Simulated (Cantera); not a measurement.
An isothermal, constant-pressure homogeneous reactor starts with CH4 : CO2 = 1 : 0.18 (molar parts), at 1925 K and 90.0 Torr.

Cantera simulation using GRI-Mech 3.0 (53 species, 325 reactions); the numbers are that mechanism's predictions, not measurements. GRI-Mech 3.0 stops at C3 and has no aromatics, soot or wall deposition, so with more carbon than oxygen in the feed, carbon stays in small species such as C2H2 where larger ones or solid carbon would form.

One state of this run: x CH4 = 0.00285; x CO2 = 0.000146; x OH = 7.90e-7; x C2H6 = 1.05e-7; x CH2O = 1.25e-8; x C2H4 = 0.000147; x CH3 = 0.000192. x: mole fraction; the columns are a selection and need not sum to one.

Q: Which value of t (s) does it belong to?
(A) 0.107
(B) 0.0143
(C) 0.293
(D) 0.0392

A: C, 0.293
